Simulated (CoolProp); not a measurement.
A closed Brayton cycle with carbon dioxide: compressor inlet 325.15 K and 8.3 MPa, high pressure 23.3 MPa, turbine inlet 840 K, compressor efficiency 0.89, turbine efficiency 0.85, recuperator effectiveness 0.95 (on enthalpy, no pinch check). Each further row changes one setting.

Values from CoolProp's reference Helmholtz-energy equation of state, Span 1996.

```
case                           thermal efficiency (%)  net work (kJ/kg)  compressor to turbine work  compressor exit (K)  turbine exit (K)
-----------------------------  ----------------------  ----------------  --------------------------  -------------------  ----------------
as stated                                        34.9              78.9                        0.39                410.2             722.1
turbine inlet 790 K                                 ?              70.1                           ?                410.2             676.2
compressor inlet 335.15 K                        33.6                 ?                        0.44                426.4             722.1
high pressure 19.8 MPa                           34.4              69.4                           ?                396.5             740.2
recuperator effectiveness 0.5                    20.3              78.9                        0.39                410.2             722.1
```

Q: Complete the blanks.

A: 
- turbine inlet 790 K, thermal efficiency (%): 32.7
- turbine inlet 790 K, compressor to turbine work: 0.42
- compressor inlet 335.15 K, net work (kJ/kg): 72.5
- high pressure 19.8 MPa, compressor to turbine work: 0.37
